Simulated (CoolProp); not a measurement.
CH3F (R41) at 298.15 K and 1.51 MPa is throttled through a valve to 0.711 MPa with no heat exchange. Each further row changes one setting.

Values from CoolProp's reference Helmholtz-energy equation of state, Lemmon 2006. It is a short technical equation, of lower accuracy than the large ones.

| case | temperature change (K) | final density (kg/m³) |
|---|---|---|
| as stated | (withheld) | 11.1 |
| outlet pressure 0.213 MPa | (withheld) | 3.28 |
| outlet pressure 0.924 MPa | (withheld) | 14.5 |

Q: Complete the blanks.

A: 
- as stated, temperature change (K): -15.0
- outlet pressure 0.213 MPa, temperature change (K): -25.9
- outlet pressure 0.924 MPa, temperature change (K): -10.7
